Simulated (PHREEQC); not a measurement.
A solution holds 32 mmol/kgw KHF2, 26 mmol/kgw CsF and 0.077 mmol/kgw H2SiF6, at 85 °C. Closed to the air; pH follows from the charge balance.

Equilibrium calculation in PHREEQC: ion-association model, wateq4f.dat.

Problem. The ionic strength comes out as 0.0582 mol/kgw. What activity coefficients do K+, SiF6-2, H+, F-, HF2- get?

Solution. K+ 0.78, SiF6-2 0.40, H+ 0.83, F- 0.78, HF2- 0.78.

No solid was allowed to form. Complexes and solids missing from the database can't appear. Away from 25 °C the constants follow the database's enthalpies or fits; those with neither stay at their 25 °C values. SiF6-2 is the database's only silicon fluoride.
